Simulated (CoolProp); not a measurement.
Carbon monoxide along the isotherm -165.75 °C: Z from the reference equation and from simpler models built on Tc = -140.3 °C, pc = 3498 kPa, ω = 0.050; each cubic takes its own stable root.

Values from CoolProp's reference Helmholtz-energy equation of state, Lemmon 2006. It is a short technical equation, of lower accuracy than the large ones.

```tsv
p (kPa)	phase	reference
1750	liquid	0.08203
3500	liquid	0.1616
5250	liquid	0.2391
7000	liquid	0.3150
8750	liquid	0.3896
10500	liquid	0.4629
12200	liquid	0.5331
14000	liquid	0.6066
15700	liquid	0.6751
17500	liquid	0.7468
```

Question: How far does each simpler model (van der Waals, Redlich-Kwong, Soave-Redlich-Kwong) lie from the reference over these 10 states: mean and median of the absolute difference, and the worst?

Answer: 
- van der Waals: mean 39.2 %, median 38.1 %, worst +46.4 % at -165.75 °C and 1750 kPa
- Redlich-Kwong: mean 1.2 %, median 0.7 %, worst +3.5 % at -165.75 °C and 1750 kPa
- Soave-Redlich-Kwong: mean 1.1 %, median 0.6 %, worst +3.3 % at -165.75 °C and 1750 kPa
